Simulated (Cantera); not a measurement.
A perfectly stirred reactor is fed with CO : O2 : H2O : N2 = 0.024 : 0.071 : 0.0052 : 5.5 (molar parts), at 19000 Pa; it is held at 1523 K, and followed from long to short residence time.

Detailed kinetics in Cantera: GRI-Mech 3.0 (53 species, 325 reactions).

x: mole fraction; the columns are a selection and need not sum to one.

| τ (s) | x CO | x O2 | x H2O | x CO2 | x H2O2 |
|---|---|---|---|---|---|
| 1.9 | 0.000130 | 0.0105 | 0.000883 | 0.00416 | 8.25e-10 |
| 0.76 | … | 0.0105 | 0.000859 | 0.00406 | … |
| 0.31 | 0.000399 | 0.0105 | 0.000823 | 0.00389 | 1.87e-9 |
| 0.13 | 0.000658 | 0.0105 | 0.000772 | 0.00363 | 2.46e-9 |
| 0.051 | 0.00109 | 0.0106 | 0.000712 | 0.00320 | 2.92e-9 |
| 0.021 | … | 0.0109 | 0.000683 | … | 3.03e-9 |
| 0.0085 | 0.00260 | 0.0114 | 0.000728 | 0.00169 | 2.64e-9 |
| 0.0035 | 0.00362 | 0.0121 | 0.000836 | 0.000668 | 1.37e-9 |

Task: Complete the blanks.

Result: 
- 0.76, x CO: 0.000232
- 0.76, x H2O2: 1.29e-9
- 0.021, x CO: 0.00170
- 0.021, x CO2: 0.00259
